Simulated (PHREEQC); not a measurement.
Solution A (2.3 mol NaOH, 0.31 mol Na2SO4 and 0.35 mol NaCl per kg of water) is mixed with solution B (0.022 mol KOH and 0.0027 mol K2SiO3 per kg of water) at 20 °C; shares are by mass of water, 1 kg in all. CO2 from the air is kept out. Only these solids could form: Arcanite, Glaserite, Halite, Mirabilite, Misenite, SiO2(a), Sylvite, Thenardite.

The numbers come from PHREEQC with the Pitzer model, pitzer.dat.

| share of solution B | pH | H3SiO4- (mol/kgw) | H2SiO4-2 (mol/kgw) |
|---|---|---|---|
| 0 | 14.46 | 0 | 0 |
| 0.05 | 14.42 | 3.40e-7 | 0.000135 |
| 0.1 | 14.39 | 7.74e-7 | 0.000269 |
| 0.2 | 14.32 | 2.04e-6 | 0.000538 |
| 0.25 | 14.28 | 2.94e-6 | 0.000672 |
| 0.3 | 14.24 | 4.11e-6 | (withheld) |
| 0.4 | 14.16 | 7.63e-6 | 0.00107 |
| 0.45 | 14.11 | 1.03e-5 | 0.00120 |
| 0.5 | 14.07 | 1.38e-5 | (withheld) |
| 0.55 | 14.02 | (withheld) | 0.00147 |
| 0.6 | 13.96 | (withheld) | 0.00159 |
| 0.7 | (withheld) | 5.01e-5 | 0.00184 |
| 0.75 | 13.76 | 7.33e-5 | 0.00195 |
| 0.8 | (withheld) | (withheld) | 0.00205 |
| 0.9 | (withheld) | 0.000331 | 0.00210 |
| 0.95 | 13.16 | 0.000721 | 0.00184 |
| 1 | 12.48 | 0.00214 | 0.000551 |

### Question
What belongs in the gaps?

### Answer

- 0.3, H2SiO4-2 (mol/kgw): 0.000806
- 0.5, H2SiO4-2 (mol/kgw): 0.00134
- 0.55, H3SiO4- (mol/kgw): 1.87e-5
- 0.6, H3SiO4- (mol/kgw): 2.55e-5
- 0.7, pH: 13.83
- 0.8, pH: 13.67
- 0.8, H3SiO4- (mol/kgw): 0.000112
- 0.9, pH: 13.40

In brines, pH and single-ion activities rest on the MacInnes convention.
